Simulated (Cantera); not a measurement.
Cantera run, input and output.

```python
import numpy as np
import cantera as ct

gas = ct.Solution("gri30.yaml")
gas.TPX = 1673, 1200000, {'C3H8': 1, 'O2': 3.12, 'N2': 11.8}
reactor = ct.IdealGasReactor(gas, energy="on", clone=False)
net = ct.ReactorNet([reactor])
net.rtol, net.atol = 1e-08, 1e-16
show = ['C3H8', 'O2', 'NO', 'C2H6', 'CH2O']
times = np.geomspace(1e-06, 0.6, 14)

steps = ct.SolutionArray(gas, extra=["t"])
rows = []
print(f"{'t/s':>10s}{'T/K':>9s}{'P/Pa':>11s}" + "".join(f"{s:>11s}" for s in show))
for t in times:
    while net.time < t:
        t_next = net.step()
        steps.append(gas.state, t=t_next)
    rows.append([np.interp(t, steps.t, y) for y in (steps.T, steps.P, *steps(*show).X.T)])
    print(f"{t:10.3e}{rows[-1][0]:9.1f}{rows[-1][1]:11.4g}" + "".join(f"{x:11.3e}" for x in rows[-1][2:]))
rate = np.gradient(steps.T, steps.t)
print("integrator steps:", len(steps.t))
if steps.T.max() > steps.T[0] + 200:
    print(f"time of steepest temperature rise: {steps.t[rate.argmax()]:.4e} s")
gas.TPX = 1673, 1200000, {'C3H8': 1, 'O2': 3.12, 'N2': 11.8}
gas.equilibrate("UV")
print(f"equilibrium (UV): T = {gas.T:.1f} K  " + "  ".join(f"{s} {gas[s].X[0]:.3e}" for s in show))
```

Output:

```
       t/s      T/K       P/Pa       C3H8         O2         NO       C2H6       CH2O
 1.000e-06   1658.0  1.202e+06  5.279e-02  1.908e-01  7.170e-11  1.309e-03  1.867e-03
 2.783e-06   1741.2  1.312e+06  2.274e-02  1.647e-01  1.900e-09  4.073e-03  7.670e-03
 7.744e-06   3247.9  2.799e+06  1.566e-30  1.047e-03  1.360e-03  7.804e-21  1.042e-07
 2.155e-05   3238.4  2.791e+06  1.842e-30  9.584e-04  3.081e-03  8.763e-21  1.055e-07
 5.996e-05   3235.0  2.789e+06  1.942e-30  9.303e-04  3.660e-03  9.102e-21  1.059e-07
 1.669e-04   3235.0  2.789e+06  1.943e-30  9.299e-04  3.669e-03  9.108e-21  1.059e-07
 4.643e-04   3235.0  2.789e+06  1.943e-30  9.299e-04  3.669e-03  9.108e-21  1.059e-07
 1.292e-03   3235.0  2.789e+06  1.943e-30  9.299e-04  3.669e-03  9.108e-21  1.059e-07
 3.596e-03   3235.0  2.789e+06  1.943e-30  9.299e-04  3.669e-03  9.108e-21  1.059e-07
 1.001e-02   3235.0  2.789e+06  1.943e-30  9.299e-04  3.669e-03  9.108e-21  1.059e-07
 2.784e-02   3235.0  2.789e+06  1.943e-30  9.299e-04  3.669e-03  9.108e-21  1.059e-07
 7.748e-02   3235.0  2.789e+06  1.943e-30  9.299e-04  3.669e-03  9.108e-21  1.059e-07
 2.156e-01   3235.0  2.789e+06  1.943e-30  9.299e-04  3.669e-03  9.108e-21  1.059e-07
 6.000e-01   3235.0  2.789e+06  1.943e-30  9.299e-04  3.669e-03  9.108e-21  1.059e-07
integrator steps: 1696
time of steepest temperature rise: 3.7716e-06 s
equilibrium (UV): T = 3235.0 K  C3H8 2.739e-30  O2 9.299e-04  NO 3.669e-03  C2H6 1.163e-20  CH2O 1.059e-07
```

Computed with Cantera and GRI-Mech 3.0 (53 species, 325 reactions). GRI-Mech 3.0 was tuned for natural gas; its chemistry of propane as a main component is partial and can be far from experiment. The pressure lies above the range GRI-Mech 3.0 was tuned for (to about 10 atm). Above 3000 K some thermodynamic fits are extrapolated.
